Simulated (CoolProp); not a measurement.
Values from CoolProp's reference Helmholtz-energy equation of state, Lemmon 2006. It is a short technical equation, of lower accuracy than the large ones.

Q: For nitrous oxide, give the phase and the cp (kJ/(kg K)), cv (kJ/(kg K)), Joule-Thomson coefficient (K/MPa) at 326.4 K and 0.0611 MPa; 326.4 K and 0.611 MPa; 326.4 K and 1.09 MPa.

A: 
- 326.4 K and 0.0611 MPa: gas; cp 0.908, cv 0.717, Joule-Thomson coefficient 8.85
- 326.4 K and 0.611 MPa: gas; cp 0.935, cv 0.724, Joule-Thomson coefficient 8.89
- 326.4 K and 1.09 MPa: gas; cp 0.962, cv 0.731, Joule-Thomson coefficient 8.93
